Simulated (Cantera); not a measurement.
What does this Cantera script print?

```python
import numpy as np
import cantera as ct

gas = ct.Solution("gri30.yaml")
gas.TPX = 1225, 2666, {'H2': 0.27, 'O2': 1, 'N2': 2.3}
reactor = ct.IdealGasConstPressureReactor(gas, energy="off", clone=False)
net = ct.ReactorNet([reactor])
net.rtol, net.atol = 1e-08, 1e-18
show = ['H2', 'O2', 'NO', 'H', 'H2O', 'H2O2', 'N2O']
times = np.geomspace(4e-06, 10, 11)

steps = ct.SolutionArray(gas, extra=["t"])
rows = []
print(f"{'t/s':>10s}{'T/K':>9s}{'P/Pa':>11s}" + "".join(f"{s:>11s}" for s in show))
for t in times:
    while net.time < t:
        t_next = net.step()
        steps.append(gas.state, t=t_next)
    rows.append([np.interp(t, steps.t, y) for y in (steps.T, steps.P, *steps(*show).X.T)])
    print(f"{t:10.3e}{rows[-1][0]:9.1f}{rows[-1][1]:11.4g}" + "".join(f"{x:11.3e}" for x in rows[-1][2:]))
rate = np.gradient(steps.T, steps.t)
print("integrator steps:", len(steps.t))
if steps.T.max() > steps.T[0] + 200:
    print(f"time of steepest temperature rise: {steps.t[rate.argmax()]:.4e} s")
gas.TPX = 1225, 2666, {'H2': 0.27, 'O2': 1, 'N2': 2.3}
gas.equilibrate("TP")
print(f"equilibrium (TP): T = {gas.T:.1f} K  " + "  ".join(f"{s} {gas[s].X[0]:.3e}" for s in show))
```

It prints:

```
       t/s      T/K       P/Pa         H2         O2         NO          H        H2O       H2O2        N2O
 4.000e-06   1225.0       2666  7.563e-02  2.801e-01  6.295e-24  2.406e-10  4.596e-13  7.535e-15  6.132e-18
 1.745e-05   1225.0       2666  7.563e-02  2.801e-01  5.463e-22  9.880e-10  3.257e-11  1.428e-13  2.905e-17
 7.615e-05   1225.0       2666  7.563e-02  2.801e-01  4.776e-20  4.646e-09  1.815e-09  2.709e-12  1.791e-16
 3.322e-04   1225.0       2666  7.563e-02  2.801e-01  6.696e-18  1.237e-07  1.797e-07  5.127e-11  3.037e-15
 1.450e-03   1225.0       2666  3.951e-02  2.600e-01  7.189e-09  1.582e-02  2.597e-02  2.403e-07  3.437e-10
 6.325e-03   1225.0       2666  2.982e-03  2.396e-01  1.609e-06  1.726e-02  6.317e-02  1.561e-07  7.507e-09
 2.759e-02   1225.0       2666  9.824e-04  2.479e-01  3.145e-06  2.804e-03  7.470e-02  1.782e-07  1.222e-08
 1.204e-01   1225.0       2666  6.527e-05  2.514e-01  3.268e-06  4.590e-05  7.822e-02  7.715e-08  2.232e-08
 5.253e-01   1225.0       2666  4.117e-06  2.518e-01  3.269e-06  7.475e-07  7.853e-02  1.553e-08  2.761e-08
 2.292e+00   1225.0       2666  4.861e-07  2.518e-01  3.270e-06  3.115e-08  7.858e-02  3.077e-09  2.896e-08
 1.000e+01   1225.0       2666  8.466e-08  2.518e-01  3.270e-06  2.298e-09  7.859e-02  6.757e-10  2.633e-08
integrator steps: 1786
equilibrium (TP): T = 1225.0 K  H2 2.043e-08  O2 2.517e-01  NO 2.392e-04  H 2.746e-10  H2O 7.860e-02  H2O2 1.921e-10  N2O 2.485e-09
```

Computed with Cantera and GRI-Mech 3.0 (53 species, 325 reactions). Radical loss at walls, strong at low pressure, is not modelled. The temperature is held fixed by assumption; the heat of reaction is taken as removed at once.
